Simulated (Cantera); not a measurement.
An isothermal, constant-pressure homogeneous reactor starts with 36.8 % CH4, 55.1 % CO2, 8.09 % H2, at 1298 K and 645 Torr.

Cantera simulation using GRI-Mech 3.0 (53 species, 325 reactions); the numbers are that mechanism's predictions, not measurements.

### Question
Predict: x(CH4) at 10.0 s; x(CO2) at 10.0 s; x(H2) at 10.0 s; x(CH2CO) at 10.0 s; x(C2H4) at 10.0 s.

### Answer
```json
{
  "x(CH4) at 10.0 s": "0.332 (gas-phase equilibrium 2.79e-5)",
  "x(CO2) at 10.0 s": "0.505 (gas-phase equilibrium 0.0429)",
  "x(H2) at 10.0 s": "0.0815 (gas-phase equilibrium 0.407)",
  "x(CH2CO) at 10.0 s": "6.29e-7 (gas-phase equilibrium 9.65e-11)",
  "x(C2H4) at 10.0 s": "0.00325 (gas-phase equilibrium 1.43e-10)"
}
```
